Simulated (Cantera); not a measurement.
Charge: 1 mol CH3Cl, 0.9 mol F2, 0.25 mol H2, equilibrated at 13300 Pa.

These are equilibrium values from Cantera (NASA tables, ideal gas, pure condensed phases), not measurements of a reactor. Candidate condensed phases: C, C6H6, C7H8, C8H18; 135 gas species. Ions and electrons are included (thermal ionisation). Rates play no part.

Problem. Which condensed phases are stable at each of these points (T (K)): 2000, 2250, 2500, 2750, 3000, 3250, 3500, 3750, 4000, 4250, 4500, 4750, 5000?

Solution. 
| T (K) | condensed phases | C condensed (%) |
|---|---|---|
| 2000 | C(graphite) | 99.9 |
| 2250 | C(graphite) | 99.8 |
| 2500 | C(graphite) | 99.1 |
| 2750 | C(graphite) | 97.4 |
| 3000 | C(graphite) | 91.2 |
| 3250 | C(graphite) | 46.8 |
| 3500 | gas only | 0.0 |
| 3750 | gas only | 0.0 |
| 4000 | gas only | 0.0 |
| 4250 | gas only | 0.0 |
| 4500 | gas only | 0.0 |
| 4750 | gas only | 0.0 |
| 5000 | gas only | 0.0 |

From 2000 K to 3250 K the condensed part is C(graphite). From 3500 K to 5000 K nothing is condensed.
